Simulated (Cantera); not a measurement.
What does this Cantera script print?

```python
import numpy as np
import cantera as ct

gas = ct.Solution("gri30.yaml")
gas.TPX = 1300, 69000, {'CH4': 1, 'H2': 0.14, 'O2': 1.48, 'N2': 5.56}
reactor = ct.IdealGasReactor(gas, energy="on", clone=False)
net = ct.ReactorNet([reactor])
net.rtol, net.atol = 1e-08, 1e-16
show = ['CH4', 'H2', 'O2', 'CH2CO', 'CH2']
times = np.geomspace(3e-06, 0.6, 14)

steps = ct.SolutionArray(gas, extra=["t"])
rows = []
print(f"{'t/s':>10s}{'T/K':>9s}{'P/Pa':>11s}" + "".join(f"{s:>11s}" for s in show))
for t in times:
    while net.time < t:
        t_next = net.step()
        steps.append(gas.state, t=t_next)
    rows.append([np.interp(t, steps.t, y) for y in (steps.T, steps.P, *steps(*show).X.T)])
    print(f"{t:10.3e}{rows[-1][0]:9.1f}{rows[-1][1]:11.4g}" + "".join(f"{x:11.3e}" for x in rows[-1][2:]))
rate = np.gradient(steps.T, steps.t)
print("integrator steps:", len(steps.t))
if steps.T.max() > steps.T[0] + 200:
    print(f"time of steepest temperature rise: {steps.t[rate.argmax()]:.4e} s")
gas.TPX = 1300, 69000, {'CH4': 1, 'H2': 0.14, 'O2': 1.48, 'N2': 5.56}
gas.equilibrate("UV")
print(f"equilibrium (UV): T = {gas.T:.1f} K  " + "  ".join(f"{s} {gas[s].X[0]:.3e}" for s in show))
```

Result:

```
       t/s      T/K       P/Pa        CH4         H2         O2      CH2CO        CH2
 3.000e-06   1300.0    6.9e+04  1.222e-01  1.711e-02  1.809e-01  1.474e-25  3.276e-17
 7.672e-06   1300.0    6.9e+04  1.222e-01  1.711e-02  1.809e-01  3.807e-23  1.365e-16
 1.962e-05   1300.0    6.9e+04  1.222e-01  1.711e-02  1.809e-01  6.172e-21  6.114e-16
 5.017e-05   1300.0    6.9e+04  1.222e-01  1.711e-02  1.809e-01  9.015e-19  3.820e-15
 1.283e-04   1300.0    6.9e+04  1.222e-01  1.711e-02  1.809e-01  1.757e-16  3.895e-14
 3.281e-04   1300.0    6.9e+04  1.222e-01  1.711e-02  1.809e-01  9.033e-14  9.425e-13
 8.390e-04   1300.3  6.901e+04  1.222e-01  1.709e-02  1.809e-01  3.456e-10  7.972e-11
 2.145e-03   1306.4  6.932e+04  1.211e-01  1.694e-02  1.803e-01  2.211e-07  4.727e-10
 5.486e-03   1382.1  7.346e+04  1.098e-01  1.857e-02  1.718e-01  4.795e-05  1.417e-08
 1.403e-02   2841.2  1.643e+05  2.750e-13  6.119e-02  2.830e-03  2.156e-15  8.265e-13
 3.588e-02   2841.2  1.643e+05  2.750e-13  6.119e-02  2.830e-03  2.156e-15  8.265e-13
 9.175e-02   2841.2  1.643e+05  2.750e-13  6.119e-02  2.830e-03  2.156e-15  8.265e-13
 2.346e-01   2841.2  1.643e+05  2.750e-13  6.119e-02  2.830e-03  2.156e-15  8.265e-13
 6.000e-01   2841.2  1.643e+05  2.750e-13  6.119e-02  2.830e-03  2.156e-15  8.265e-13
integrator steps: 2234
time of steepest temperature rise: 6.1077e-03 s
equilibrium (UV): T = 2841.2 K  CH4 3.311e-13  H2 6.119e-02  O2 2.830e-03  CH2CO 2.319e-15  CH2 8.666e-13
```

Computed with Cantera and GRI-Mech 3.0 (53 species, 325 reactions).
